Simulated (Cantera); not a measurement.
Charge: 1 mol C3H8, 0.13 mol NH3, 0.76 mol N2, held at 7300000 Pa.

Equilibrium computed with Cantera from the NASA thermochemical tables; the gas is ideal and each condensed phase is pure. Candidate condensed phases: C, C6H6, C7H8, C8H18; 110 gas species. Ions and electrons are included (thermal ionisation). The ideal-gas law is rough above about 30 bar. Equilibrium is a limit: real reactors are often held back by kinetics, nucleation or transport.

**Question.** What share of the C ends up in condensed phases as a function of T (°C), at 1727, 1977, 2227, 2477, 2727, 2977, 3227, 3477, 3727, 3977, 4227, 4477, 4727?

**Answer.** 
```
T (°C)  C condensed (%)           as
------  ---------------  -----------
1727               95.4  C(graphite)
1977               94.8  C(graphite)
2227               91.1  C(graphite)
2477               83.4  C(graphite)
2727               70.5  C(graphite)
2977               51.0  C(graphite)
3227               23.7  C(graphite)
3477                0.0            -
3727                0.0            -
3977                0.0            -
4227                0.0            -
4477                0.0            -
4727                0.0            -
```
